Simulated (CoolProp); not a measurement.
A single-stage vapour-compression cycle with the fluid: evaporating at 249.15 K (dew point), condensing at 289.15 K (bubble point), superheat 8 K, subcooling 2 K, compressor efficiency 0.65, no pressure losses. The same conditions are run with several fluids, on thermodynamics alone (safety and materials aside).

Values from CoolProp's reference Helmholtz-energy equation of state of each fluid (C3F8 (R218): Lemmon 2006; R21: Platzer 1990; cis-2-butene: Lemmon 2005; CH3F (R41): Lemmon 2006; n-butane: Bücker 2006; R115: Lemmon 2016). The equations of Platzer and Polt are older, rougher fits.

```json
[
 {"fluid": "C3F8 (R218)", "cooling COP": "3.04", "pressure ratio": "3.87", "discharge temperature (K)": "293.7", "refrigerating effect (kJ/kg)": "66.1", "volumetric capacity (kJ/m³)": "1090"},
 {"fluid": "R21", "cooling COP": "3.58", "pressure ratio": "5.71", "discharge temperature (K)": "361.8", "refrigerating effect (kJ/kg)": "222", "volumetric capacity (kJ/m³)": "251"},
 {"fluid": "cis-2-butene", "cooling COP": "3.59", "pressure ratio": "5.17", "discharge temperature (K)": "331.6", "refrigerating effect (kJ/kg)": "370", "volumetric capacity (kJ/m³)": "302"},
 {"fluid": "CH3F (R41)", "cooling COP": "3.02", "pressure ratio": "3.08", "discharge temperature (K)": "357.3", "refrigerating effect (kJ/kg)": "311", "volumetric capacity (kJ/m³)": "5870"},
 {"fluid": "n-butane", "cooling COP": "3.56", "pressure ratio": "4.84", "discharge temperature (K)": "316.4", "refrigerating effect (kJ/kg)": "331", "volumetric capacity (kJ/m³)": "345"},
 {"fluid": "R115", "cooling COP": "3.25", "pressure ratio": "3.71", "discharge temperature (K)": "302.9", "refrigerating effect (kJ/kg)": "86.4", "volumetric capacity (kJ/m³)": "1270"}
]
```
